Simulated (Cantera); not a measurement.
## Hydrocarbon pyrolysis for carbon deposition

An isothermal, constant-pressure homogeneous reactor starts with 21.3 % C2H6, 78.7 % N2, at 1500 K and 1.01 bar.

Model: GRI-Mech 3.0 (53 species, 325 reactions), integrated in Cantera. GRI-Mech 3.0 stops at C3 and has no aromatics, soot or wall deposition, so with more carbon than oxygen in the feed, carbon stays in small species such as C2H2 where larger ones or solid carbon would form.

```json
[
 {"t (s)": "0.000200", "x C2H6": "0.0627", "x CH4": "0.0364", "x C2H4": "0.0928", "x H2": "0.0976", "x H": "6.77e-5", "x CH3": "0.00130"},
 {"t (s)": "0.000726", "x C2H6": "0.00418", "x CH4": "0.0551", "x C2H4": "0.0960", "x H2": "0.159", "x H": "4.29e-5", "x CH3": "0.000315"},
 {"t (s)": "0.00263", "x C2H6": "0.000208", "x CH4": "0.0552", "x C2H4": "0.0658", "x H2": "0.186", "x H": "1.22e-5", "x CH3": "7.23e-5"},
 {"t (s)": "0.00955", "x C2H6": "5.96e-5", "x CH4": "0.0540", "x C2H4": "0.0367", "x H2": "0.208", "x H": "8.26e-6", "x CH3": "4.30e-5"},
 {"t (s)": "0.0346", "x C2H6": "2.96e-5", "x CH4": "0.0527", "x C2H4": "0.0116", "x H2": "0.227", "x H": "7.61e-6", "x CH3": "3.57e-5"},
 {"t (s)": "0.126", "x C2H6": "2.47e-5", "x CH4": "0.0513", "x C2H4": "0.00827", "x H2": "0.231", "x H": "7.54e-6", "x CH3": "3.39e-5"},
 {"t (s)": "0.456", "x C2H6": "2.31e-5", "x CH4": "0.0476", "x C2H4": "0.00848", "x H2": "0.235", "x H": "7.83e-6", "x CH3": "3.20e-5"},
 {"t (s)": "1.65", "x C2H6": "2.05e-5", "x CH4": "0.0408", "x C2H4": "0.00886", "x H2": "0.243", "x H": "8.43e-6", "x CH3": "2.86e-5"},
 {"t (s)": "6.00", "x C2H6": "1.95e-5", "x CH4": "0.0377", "x C2H4": "0.00904", "x H2": "0.247", "x H": "8.74e-6", "x CH3": "2.70e-5"}
]
```
x: mole fraction; the columns are a selection and need not sum to one.

Equilibrium at this temperature and pressure: C2H6 1.34e-5, CH4 0.0318, C2H4 0.00599, H2 0.256, H 8.91e-6, CH3 2.24e-5 (gas phase only).
